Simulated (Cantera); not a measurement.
Charge: 1 mol BN, 2.2 mol H2O, 56 mol H2, held at 0.0133 bar.

Method: chemical equilibrium by Gibbs-energy minimisation in Cantera with the NASA 1993 tables (ideal gas, pure condensed phases). Candidate condensed phases: B, BN, B2O3, B3O3H3, H2O; 39 gas species. Gases not in the tables: H3BO3. Rates play no part.

log p: log10 of the partial pressure in bar; n: condensed amount in mol.

```tsv
T (°C)	log p H2	log p H	log p HBO2	log p H2O	n B2O3(l)
700	-1.88	-9.91	-6.73	-3.80	0.499
800	-1.88	-8.80	-5.87	-3.80	0.497
900	-1.88	?	?	-3.81	0.484
1000	-1.88	-7.09	-4.57	-3.84	0.440
1100	-1.89	-6.42	-4.11	-3.92	0.319
1200	-1.89	-5.84	-3.77	-4.10	0.0405
1300	-1.89	-5.34	-3.77	-4.08	0
1400	-1.89	-4.89	-3.79	-4.03	0
1500	-1.89	-4.49	-3.82	-3.98	0
1600	-1.89	?	-3.86	-3.93	0
1700	-1.90	-3.82	-3.90	-3.88	0
1800	-1.90	-3.53	-3.95	-3.84	0
```

Problem. Complete the blanks.

Solution. 
- 900, log p H: -7.87
- 900, log p HBO2: -5.16
- 1600, log p H: -4.14
